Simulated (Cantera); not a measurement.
NO annealing gas

An isothermal, constant-pressure homogeneous reactor starts with NO : N2 = 1 : 13 (molar parts), at 1950 K and 0.0266 atm.

Computed with Cantera and GRI-Mech 3.0 (53 species, 325 reactions). Radical loss at walls, strong at low pressure, is not modelled.

```
t (s)       x NO      x O2   x N2       x O    x N2O     x NO2
--------  ------  --------  -----  --------  -------  --------
0.000600  0.0714  4.58e-11  0.929   6.70e-8  6.52e-8  9.17e-11
0.00116   0.0714  1.72e-10  0.929   1.31e-7  1.24e-7  3.27e-10
0.00224   0.0714  6.50e-10  0.929   2.58e-7  2.34e-7   1.13e-9
0.00432   0.0714   2.49e-9  0.929   5.18e-7  4.30e-7   3.68e-9
0.00834   0.0714   9.75e-9  0.929   1.07e-6  7.59e-7   1.10e-8
0.0161    0.0714   3.95e-8  0.929   2.28e-6  1.24e-6   2.98e-8
0.0311    0.0714   1.65e-7  0.929   4.98e-6  1.79e-6   7.43e-8
0.0600    0.0714   7.09e-7  0.929   1.08e-5  2.18e-6   1.71e-7
0.116     0.0714   3.02e-6  0.929   2.24e-5  2.29e-6   3.58e-7
0.224     0.0714   1.25e-5  0.929   4.29e-5  2.27e-6   6.69e-7
0.432     0.0713   4.79e-5  0.929   7.25e-5  2.22e-6   1.07e-6
0.834     0.0710  0.000158  0.929   9.99e-5  2.18e-6   1.42e-6
1.61      0.0705  0.000423  0.929  0.000116  2.13e-6   1.65e-6
3.11      0.0693  0.000984  0.930  0.000134  2.04e-6   1.93e-6
6.00      0.0669   0.00218  0.931  0.000165  1.87e-6   2.38e-6
```
x: mole fraction; the columns are a selection and need not sum to one.

Equilibrium at this temperature and pressure: NO 0.00297, O2 0.0340, N2 0.963, O 0.000509, N2O 3.04e-8, NO2 3.68e-7 (gas phase only).
